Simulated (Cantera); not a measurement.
Cantera run, input and output.

```python
import numpy as np
import cantera as ct

gas = ct.Solution("gri30.yaml")
gas.TPX = 1400, 13332, {'CO': 0.0086, 'O2': 0.021, 'H2O': 0.098, 'N2': 1}
inlet = ct.Reservoir(gas, clone=True)

reactor = ct.IdealGasConstPressureReactor(gas, energy="off", clone=False)
exhaust = ct.Reservoir(gas, clone=True)
tau = [11, 4.8, 2, 0.86, 0.36, 0.15, 0.065, 0.028, 0.012, 0.005, 0.0021][0]
for a, b in ((inlet, reactor), (reactor, exhaust)):
    ct.MassFlowController(a, b, mdot=lambda t: reactor.mass / tau)
net = ct.ReactorNet([reactor])
show = ['CO', 'O2', 'H2O', 'H2O2', 'N2O', 'NO', 'O']

rows = []
print(f"{'tau/s':>10s}{'T/K':>9s}" + "".join(f"{s:>11s}" for s in show))
for tau in [11, 4.8, 2, 0.86, 0.36, 0.15, 0.065, 0.028, 0.012, 0.005, 0.0021]:
    net.initial_time = 0.0
    net.advance(30 * tau)
    before = gas.X
    net.advance(40 * tau)
    drift = np.max(np.abs(gas.X - before) / (gas.X + 1e-9))
    rows.append([gas.T, *gas[show].X, drift])
    print(f"{tau:10.3e}{gas.T:9.1f}" + "".join(f"{x:11.3e}" for x in gas[show].X))
```

Output:

```
     tau/s      T/K         CO         O2        H2O       H2O2        N2O         NO          O
 1.100e+01   1400.0  1.849e-05  1.485e-02  8.714e-02  8.691e-09  7.113e-08  2.521e-07  9.738e-06
 4.800e+00   1400.0  3.212e-05  1.485e-02  8.709e-02  1.338e-08  7.768e-08  2.311e-07  1.678e-05
 2.000e+00   1400.0  5.746e-05  1.486e-02  8.702e-02  2.061e-08  7.448e-08  1.963e-07  2.978e-05
 8.600e-01   1400.0  1.004e-04  1.489e-02  8.691e-02  3.042e-08  6.515e-08  1.650e-07  5.147e-05
 3.600e-01   1400.0  1.782e-04  1.494e-02  8.672e-02  4.399e-08  5.376e-08  1.456e-07  8.938e-05
 1.500e-01   1400.0  3.155e-04  1.505e-02  8.643e-02  6.114e-08  4.331e-08  1.419e-07  1.518e-04
 6.500e-02   1400.0  5.415e-04  1.523e-02  8.602e-02  7.979e-08  3.523e-08  1.471e-07  2.415e-04
 2.800e-02   1400.0  9.291e-04  1.552e-02  8.550e-02  9.826e-08  2.904e-08  1.444e-07  3.596e-04
 1.200e-02   1400.0  1.598e-03  1.595e-02  8.500e-02  1.122e-07  2.435e-08  1.141e-07  4.786e-04
 5.000e-03   1400.0  2.787e-03  1.656e-02  8.480e-02  1.151e-07  1.987e-08  5.727e-08  5.288e-04
 2.100e-03   1400.0  4.622e-03  1.733e-02  8.528e-02  9.688e-08  1.272e-08  1.293e-08  4.161e-04
```

Detailed kinetics in Cantera: GRI-Mech 3.0 (53 species, 325 reactions).
